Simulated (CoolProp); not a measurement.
Nitrogen along the isotherm -157.35 °C: Z from the reference equation and from simpler models built on Tc = -147.0 °C, pc = 3.396 MPa, ω = 0.037; each cubic takes its own stable root.

Computed with CoolProp (reference Helmholtz-energy equation of state, Span 2000).

```json
[
 {"p (MPa)": "0.707", "phase": "gas", "reference": "0.9037", "Redlich-Kwong": "0.9026", "Soave-Redlich-Kwong": "0.9024"},
 {"p (MPa)": "1.41", "phase": "gas", "reference": "0.7858", "Redlich-Kwong": "0.7858", "Soave-Redlich-Kwong": "0.7851"},
 {"p (MPa)": "2.12", "phase": "liquid", "reference": "0.1076", "Redlich-Kwong": "0.1195", "Soave-Redlich-Kwong": "0.1190"},
 {"p (MPa)": "2.83", "phase": "liquid", "reference": "0.1404", "Redlich-Kwong": "0.1529", "Soave-Redlich-Kwong": "0.1525"},
 {"p (MPa)": "3.54", "phase": "liquid", "reference": "0.1724", "Redlich-Kwong": "0.1854", "Soave-Redlich-Kwong": "0.1849"},
 {"p (MPa)": "4.24", "phase": "liquid", "reference": "0.2033", "Redlich-Kwong": "0.2165", "Soave-Redlich-Kwong": "0.2160"},
 {"p (MPa)": "4.95", "phase": "liquid", "reference": "0.2342", "Redlich-Kwong": "0.2474", "Soave-Redlich-Kwong": "0.2469"},
 {"p (MPa)": "5.66", "phase": "liquid", "reference": "0.2647", "Redlich-Kwong": "0.2777", "Soave-Redlich-Kwong": "0.2772"},
 {"p (MPa)": "6.37", "phase": "liquid", "reference": "0.2947", "Redlich-Kwong": "0.3074", "Soave-Redlich-Kwong": "0.3069"},
 {"p (MPa)": "7.07", "phase": "liquid", "reference": "0.3240", "Redlich-Kwong": "0.3363", "Soave-Redlich-Kwong": "0.3358"},
 {"p (MPa)": "7.78", "phase": "liquid", "reference": "0.3534", "Redlich-Kwong": "0.3652", "Soave-Redlich-Kwong": "0.3646"},
 {"p (MPa)": "8.49", "phase": "liquid", "reference": "0.3825", "Redlich-Kwong": "0.3937", "Soave-Redlich-Kwong": "0.3931"}
]
```
